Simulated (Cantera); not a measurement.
Cantera run, input and output.

```python
import numpy as np
import cantera as ct

gas = ct.Solution("gri30.yaml")
gas.TPX = 900, 20000, {'CO': 0.0018, 'O2': 0.0031, 'H2O': 0.0031, 'N2': 1}
reactor = ct.IdealGasConstPressureReactor(gas, energy="off", clone=False)
net = ct.ReactorNet([reactor])
net.rtol, net.atol = 1e-08, 1e-18
show = ['CO', 'O2', 'H2O', 'OH', 'NO', 'H', 'H2O2']
times = np.geomspace(0.0007, 6, 9)

steps = ct.SolutionArray(gas, extra=["t"])
rows = []
print(f"{'t/s':>10s}{'T/K':>9s}{'P/Pa':>11s}" + "".join(f"{s:>11s}" for s in show))
for t in times:
    while net.time < t:
        t_next = net.step()
        steps.append(gas.state, t=t_next)
    rows.append([np.interp(t, steps.t, y) for y in (steps.T, steps.P, *steps(*show).X.T)])
    print(f"{t:10.3e}{rows[-1][0]:9.1f}{rows[-1][1]:11.4g}" + "".join(f"{x:11.3e}" for x in rows[-1][2:]))
rate = np.gradient(steps.T, steps.t)
print("integrator steps:", len(steps.t))
if steps.T.max() > steps.T[0] + 200:
    print(f"time of steepest temperature rise: {steps.t[rate.argmax()]:.4e} s")
gas.TPX = 900, 20000, {'CO': 0.0018, 'O2': 0.0031, 'H2O': 0.0031, 'N2': 1}
gas.equilibrate("TP")
print(f"equilibrium (TP): T = {gas.T:.1f} K  " + "  ".join(f"{s} {gas[s].X[0]:.3e}" for s in show))
```

Result:

```
       t/s      T/K       P/Pa         CO         O2        H2O         OH         NO          H       H2O2
 7.000e-04    900.0      2e+04  1.786e-03  3.075e-03  3.075e-03  3.234e-16  3.795e-27  7.728e-17  4.557e-24
 2.171e-03    900.0      2e+04  1.786e-03  3.075e-03  3.075e-03  2.119e-15  4.391e-26  1.380e-15  6.279e-23
 6.735e-03    900.0      2e+04  1.786e-03  3.075e-03  3.075e-03  1.131e-14  4.785e-25  1.749e-14  3.284e-21
 2.089e-02    900.0      2e+04  1.786e-03  3.075e-03  3.075e-03  5.450e-14  4.850e-24  1.338e-13  2.646e-19
 6.481e-02    900.0      2e+04  1.786e-03  3.075e-03  3.075e-03  2.597e-13  5.478e-23  7.415e-13  1.585e-17
 2.010e-01    900.0      2e+04  1.786e-03  3.075e-03  3.075e-03  2.137e-12  1.246e-21  6.318e-12  1.007e-15
 6.236e-01    900.0      2e+04  1.786e-03  3.075e-03  3.075e-03  2.875e-10  7.390e-18  8.477e-10  6.446e-12
 1.934e+00    900.0      2e+04  1.223e-03  2.800e-03  3.057e-03  1.058e-06  4.676e-10  2.850e-06  8.356e-09
 6.000e+00    900.0      2e+04  2.428e-04  2.307e-03  3.072e-03  5.308e-07  1.151e-09  3.562e-07  1.198e-08
integrator steps: 696
equilibrium (TP): T = 900.0 K  CO 1.197e-13  O2 2.184e-03  H2O 3.078e-03  OH 1.103e-09  NO 1.062e-06  H 1.812e-16  H2O2 4.379e-14
```

Computed with Cantera and GRI-Mech 3.0 (53 species, 325 reactions).
